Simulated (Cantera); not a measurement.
A freely propagating, adiabatic, planar premixed flame of 19.0 % H₂, 17.0 % O₂, 64.0 % N₂, unburnt at 523 K and 6.02 atm; mixture-averaged transport, grid criteria slope 0.08 and curve 0.16, no radiation.

Computed with Cantera and the H2/O2 subset of GRI-Mech 3.0, which has no nitrogen chemistry. The hydrogen kinetics of GRI-Mech 3.0 are dated; newer H2 mechanisms differ, most at raised pressure. Burning velocities carry a grid error of a few per cent, more on coarse grids. Lean hydrogen flames are cellular in practice and burn faster than this planar one.

x: mole fraction of selected species; z is measured from the peak of heat release.

```json
[
 {"z (mm)": "-0.190", "T (K)": "524", "u (m/s)": "1.04", "x H₂": "0.186", "x O₂": "0.171", "x H": "<1e-8", "x H₂O₂": "1.51e-7", "x OH": "<1e-8", "x O": "<1e-8"},
 {"z (mm)": "-0.127", "T (K)": "527", "u (m/s)": "1.04", "x H₂": "0.178", "x O₂": "0.173", "x H": "<1e-8", "x H₂O₂": "1.08e-6", "x OH": "<1e-8", "x O": "<1e-8"},
 {"z (mm)": "-0.0950", "T (K)": "537", "u (m/s)": "1.05", "x H₂": "0.166", "x O₂": "0.175", "x H": "<1e-8", "x H₂O₂": "5.40e-6", "x OH": "<1e-8", "x O": "<1e-8"},
 {"z (mm)": "-0.0634", "T (K)": "579", "u (m/s)": "1.10", "x H₂": "0.141", "x O₂": "0.177", "x H": "<1e-8", "x H₂O₂": "3.23e-5", "x OH": "<1e-8", "x O": "[?]"},
 {"z (mm)": "-0.0317", "T (K)": "818", "u (m/s)": "1.50", "x H₂": "0.0913", "x O₂": "0.170", "x H": "1.65e-5", "x H₂O₂": "0.000187", "x OH": "2.38e-5", "x O": "[?]"},
 {"z (mm)": "-0.0158", "T (K)": "1124", "u (m/s)": "2.04", "x H₂": "0.0588", "x O₂": "0.150", "x H": "0.000428", "x H₂O₂": "0.000172", "x OH": "0.000430", "x O": "[?]"},
 {"z (mm)": "0", "T (K)": "1437", "u (m/s)": "2.60", "x H₂": "0.0298", "x O₂": "0.122", "x H": "0.00163", "x H₂O₂": "2.01e-5", "x OH": "0.00195", "x O": "[?]"},
 {"z (mm)": "0.0158", "T (K)": "1638", "u (m/s)": "2.97", "x H₂": "0.0128", "x O₂": "0.102", "x H": "0.00198", "x H₂O₂": "4.55e-6", "x OH": "0.00405", "x O": "0.00234"},
 {"z (mm)": "0.0317", "T (K)": "1744", "u (m/s)": "3.16", "x H₂": "0.00585", "x O₂": "0.0930", "x H": "0.00141", "x H₂O₂": "2.93e-6", "x OH": "0.00507", "x O": "0.00226"},
 {"z (mm)": "0.0634", "T (K)": "1831", "u (m/s)": "3.31", "x H₂": "0.00196", "x O₂": "0.0888", "x H": "0.000485", "x H₂O₂": "1.69e-6", "x OH": "0.00458", "x O": "[?]"},
 {"z (mm)": "0.127", "T (K)": "1874", "u (m/s)": "3.38", "x H₂": "0.000530", "x O₂": "0.0883", "x H": "7.85e-5", "x H₂O₂": "8.06e-7", "x OH": "0.00281", "x O": "[?]"},
 {"z (mm)": "0.253", "T (K)": "1887", "u (m/s)": "3.41", "x H₂": "0.000128", "x O₂": "0.0885", "x H": "1.05e-5", "x H₂O₂": "3.60e-7", "x OH": "0.00152", "x O": "[?]"},
 {"z (mm)": "0.507", "T (K)": "1891", "u (m/s)": "3.41", "x H₂": "4.56e-5", "x O₂": "0.0886", "x H": "2.65e-6", "x H₂O₂": "2.15e-7", "x OH": "0.000977", "x O": "[?]"}
]
```

Q: Fill in the missing entries.

A: 
- -0.0634, x O: 6.91e-8
- -0.0317, x O: 1.36e-5
- -0.0158, x O: 0.000271
- 0, x O: 0.00140
- 0.0634, x O: 0.00128
- 0.127, x O: 0.000405
- 0.253, x O: 0.000110
- 0.507, x O: 4.46e-5
